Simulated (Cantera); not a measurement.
Input: 1 mol FeS, 0.5 mol SO3, 0.034 mol H2O, 0.029 mol NH3, at 1 atm.

Cantera equilibrium calculation (NASA polynomials, part measured and part estimated; ideal gas, pure solids and liquids). Candidate condensed phases: Fe, FeO, Fe(OH)2, Fe(OH)3, FeS, FeSO4, FeS2, Fe2O3, Fe2(SO4)3, Fe3O4, H2O, H2SO4, S; 38 gas species. Metal and sulfide melt together well below either melting point, which pure phases cannot show. Mutual solubility and eutectic melting of coexisting phases are not modelled. The tables' stoichiometric FeO is somewhat more stable than real wüstite, so its field is too wide. FeO, FeS: taken at fixed stoichiometry. Gases not in the tables: S3 to S7. Kinetics and transport are ignored.

**Question.** Which condensed phases are stable at each of these points (T (°C)): 750, 800, 850, 900, 950, 1000, 1050, 1100, 1150, 1200, 1250, 1300?

**Answer.** 
```
T (°C)   condensed phases  Fe condensed (%)
------  -----------------  ----------------
750     FeS(s) + Fe3O4(s)             100.0
800     FeS(s) + Fe3O4(s)             100.0
850     FeS(s) + Fe3O4(s)             100.0
900     FeS(s) + Fe3O4(s)             100.0
950     FeS(s) + Fe3O4(s)             100.0
1000    FeS(s) + Fe3O4(s)             100.0
1050    FeS(s) + Fe3O4(s)             100.0
1100    FeS(s) + Fe3O4(s)             100.0
1150    FeS(s) + Fe3O4(s)             100.0
1200      FeO(s) + FeS(l)             100.0
1250      FeO(s) + FeS(l)             100.0
1300      FeO(s) + FeS(l)             100.0
```

From 750 °C to 1150 °C the condensed part is FeS(s) + Fe3O4(s). From 1200 °C to 1300 °C the condensed part is FeO(s) + FeS(l).
